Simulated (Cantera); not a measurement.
A closed system holds: 1 mol SiCl₄, a varied amount of NO, 1.1 mol H₂, held at 1225 K and 0.133 bar.

Cantera equilibrium calculation (NASA polynomials, part measured and part estimated; ideal gas, pure solids and liquids). Candidate condensed phases: H₂O, NH₄Cl, Si, SiO₂, Si₂N₂O, Si₃N₄; 47 gas species. The tables hold silica as quartz up to 1696 K and as liquid above; real silica turns to tridymite and cristobalite and melts near 1996 K. Kinetics and transport are ignored.

Q: At 3.7 mol NO, list the 5 most abundant gas species with their mole fractions, and the condensed phases.

A: HCl 0.360, N₂ 0.319, Cl₂ 0.162, O₂ 0.142, H₂O 0.0100. Condensed: SiO₂(β-quartz).
